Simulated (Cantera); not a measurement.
A closed system holds: 1 mol Fe3O4, 1.2 mol CH4, 0.21 mol CO, held at 0.930 bar.

Equilibrium computed with Cantera from the NASA thermochemical tables; the gas is ideal and each condensed phase is pure. Candidate condensed phases: C, C6H6, C7H8, C8H18, Fe, Fe(CO)5, FeO, Fe(OH)2, Fe(OH)3, Fe2O3, Fe3O4, H2O; 114 gas species. Mutual solubility and eutectic melting of coexisting phases are not modelled. The tables' stoichiometric FeO is somewhat more stable than real wüstite, so its field is too wide. FeO: taken at fixed stoichiometry. The numbers say what is thermodynamically allowed, not how fast it happens.

### Question
At 1350 K, list the 4 most abundant gas species with their mole fractions, and the condensed phases.

### Answer
H2 0.466, CO 0.314, H2O 0.164, CO2 0.0562. Condensed: Fe(γ) + FeO(s).
